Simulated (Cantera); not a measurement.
Ignition delay

Mixture: C₃H₈ : O₂ : N₂ = 1 : 5.56 : 20.9 (molar parts), at 10.0 bar, adiabatic and at constant pressure. Ignition delay is the time to a rise of 400 K.

Computed with Cantera and GRI-Mech 3.0 (53 species, 325 reactions). GRI-Mech 3.0 was tuned for natural gas; its chemistry of propane as a main component is partial and can be far from experiment.

| T0 (K) | delay (ms) |
|---|---|
| 1075 | 16.6 |
| 1175 | 2.60 |
| 1275 | 0.449 |
| 1375 | 0.0954 |
| 1475 | 0.0266 |
| 1575 | 0.00969 |
| 1675 | 0.00443 |
| 1775 | 0.00242 |
| 1875 | 0.00151 |

| Property | Result |
|---|---|
| apparent activation energy between 1675 and 1875 K | 140 kJ/mol |
